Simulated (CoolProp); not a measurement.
Computed with CoolProp (reference Helmholtz-energy equation of state, Zhou 2012).

Problem. For o-xylene, give the phase and the density (kg/m³), cp (kJ/(kg K)), isothermal compressibility (1/MPa), fugacity coefficient at 188.75 °C and 3.87 MPa; 331.05 °C and 3.87 MPa.

Solution. 
- 188.75 °C and 3.87 MPa: liquid; density 732, cp 2.33, isothermal compressibility 0.00281, fugacity coefficient 0.0779
- 331.05 °C and 3.87 MPa: liquid; density 520, cp 3.27, isothermal compressibility 0.0388, fugacity coefficient 0.514
